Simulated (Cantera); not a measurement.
Reactions in the system C-H-Ta

Standard-state values (1 bar) from the NASA 1993 polynomials, evaluated with Cantera. Values are per mole of reaction as written; species without (g) are pure solids or liquids, kept so even where they would boil at 1 bar. TaC: taken at fixed stoichiometry.

2 CH3(g) + 4 TaC = C6H6(g) + 4 Ta

```tsv
T (K)	ΔH° (kJ)	ΔS° (J/K)	ΔG° (kJ)	log10 K
300	365.4	-122.7	402.2	-70.03
1525	355.4	-146.2	578.4	-19.81
1625	355.5	-146.2	593.0	-19.06
1725	355.6	-146.1	607.7	-18.40
1825	355.6	-146.1	622.3	-17.81
1925	355.6	-146.1	636.9	-17.28
2025	355.5	-146.2	651.5	-16.80
2125	355.3	-146.2	666.1	-16.37
2225	355.2	-146.3	680.7	-15.98
2325	354.9	-146.4	695.4	-15.62
2425	354.7	-146.5	710.0	-15.29
```
